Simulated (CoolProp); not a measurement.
Computed with CoolProp (reference Helmholtz-energy equation of state, Span 2003). It is a short technical equation, of lower accuracy than the large ones.

For n-heptane, give the phase and the density (kg/m³), cp (kJ/(kg K)), cv (kJ/(kg K)), Joule-Thomson coefficient (K/MPa) at 455.7 K and 8.82 bar; 476.3 K and 8.82 bar.


- 455.7 K and 8.82 bar: liquid; density 522, cp 3.03, cv 2.39, Joule-Thomson coefficient 0.139
- 476.3 K and 8.82 bar: gas; density 28.5, cp 2.69, cv 2.42, Joule-Thomson coefficient 17.9
